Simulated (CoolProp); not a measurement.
Vapour-liquid equilibrium of CF4 (R14) (1) + R13 (2) at 0.0194 MPa; x and y are mole fractions of (1).

Model: multi-fluid Helmholtz-energy mixture model, Platzer 1990 and Platzer 1990; pair parameters Bell 2016, in CoolProp. This equation is an older, rougher fit; its heat capacities, sound speeds and derivatives of the liquid may be far off and weren't checked against measurements.

### Question
Give the bubble temperature and the first vapour's composition at x = 0.05, 0.5, 0.95. Is there an azeotrope?

### Answer
x = 0.05: 152.7 K, y = 0.668; x = 0.5: 130.7 K, y = 0.981; x = 0.95: 125.7 K, y = 0.998. No azeotrope shows between x = 0.05 and 0.95.

The pair parameters rest on a limited set of measurements; away from them the model extrapolates.
